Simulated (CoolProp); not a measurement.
Propane at 410.69 K and 6.59 MPa is throttled through a valve to 1.76 MPa with no heat exchange. Each further row changes one setting.

Values from CoolProp's reference Helmholtz-energy equation of state, Lemmon 2009.

| case | temperature change (K) | final density (kg/m³) |
|---|---|---|
| as stated | (withheld) | (withheld) |
| outlet pressure 0.528 MPa | (withheld) | 8.74 |
| outlet pressure 2.29 MPa | (withheld) | (withheld) |

Q: Some entries are withheld; supply them.

A: 
- as stated, temperature change (K): -55.4
- as stated, final density (kg/m³): 32.2
- outlet pressure 0.528 MPa, temperature change (K): -70.6
- outlet pressure 2.29 MPa, temperature change (K): -48.7
- outlet pressure 2.29 MPa, final density (kg/m³): 43.9
